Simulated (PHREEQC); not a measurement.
Brine: an equilibrium model

Consider water at 25 °C with 2.75 mol CaCl2, 1.4 mol MnCl2 and 0.25 mol MgCl2 per kg of water. Closed to the air; pH follows from the charge balance.

Equilibrium calculation in PHREEQC: Pitzer model, pitzer.dat.

No solid was allowed to form.

Problem. Predict the pH.

Solution. pH 4.41.

Complexes and solids missing from the database can't appear. In brines, pH and single-ion activities rest on the MacInnes convention.
